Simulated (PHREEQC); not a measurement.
0.96 g of hydrous ferric oxide (600 m²/g; 0.2 weak and 0.005 strong sites per Fe, Dzombak-Morel constants, diffuse double layer) in 1 kg of water with 0.005 mol/kgw of an inert sodium salt and 5.5e-06 mol/kgw SrCl2 and 0.00047 mol/kgw NaF, at 25 °C; the pH is set by adding NaOH or the inert anion's acid. Oxygen alone is held at its pressure in air (log pO2 = -0.68). CO2 from the air is kept out. No solid was allowed to form.

Base run: PHREEQC, ion-association model, wateq4f.dat. Each further column changes one thing. The table gives F sorbed (%).

| pH | base | no electrostatic term (-no_edl) | background salt from 0.005 to 0.0005 mol/kgw | oxide from 0.96 to 4.8 g/kgw |
|---|---|---|---|---|
| 3 | 97.8 | 2.1 | 98.9 | 99.6 |
| 3.67 | 98.2 | 3.7 | 99.1 | 99.7 |
| 4.33 | 97.1 | 4.5 | 98.3 | 99.6 |
| 5 | 93.1 | 4.7 | 95.2 | 99.2 |
| 5.67 | 82.3 | 4.8 | 85.6 | 97.7 |
| 6.33 | 61.6 | 5.0 | 65.0 | 92.5 |
| 7 | 34.6 | 5.6 | 36.7 | 76.2 |
| 7.67 | 13.4 | 6.3 | 14.2 | 44.6 |
| 8.33 | 3.9 | 5.8 | 4.0 | 16.6 |
| 9 | 1.0 | 3.5 | 0.9 | 4.5 |
| 9.67 | 0.2 | 1.2 | 0.2 | 1.1 |
| 10.33 | 0.1 | 0.3 | 0.1 | 0.3 |
| 11 | 0.0 | 0.1 | 0.0 | 0.1 |

The oxide is taken as insoluble; below pH 4 it would dissolve.
